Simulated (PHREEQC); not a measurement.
Consider water at 25 °C with 20 mmol/kgw NaH2PO4. Closed to the air; pH follows from the charge balance.

Equilibrium calculation in PHREEQC: ion-association model, wateq4f.dat.

```json
{
 "pH": "4.64",
 "ionic_strength": "0.0201 mol/kgw"
}
```

```csv
species,molality,activity,log γ
Na+,0.0200,0.0174,-0.059
H2PO4-,0.0199,0.0174,-0.058
HPO4-2,8.16e-5,4.75e-5,-0.235
H3PO4,5.79e-5,5.81e-5,0.002
H+,2.55e-5,2.27e-5,-0.051
NaHPO4-,1.85e-6,1.62e-6,-0.058
```

Precipitation was switched off in this run. H3PO4, which wateq4f.dat lacks, is added to it with the constant of phreeqc.dat.
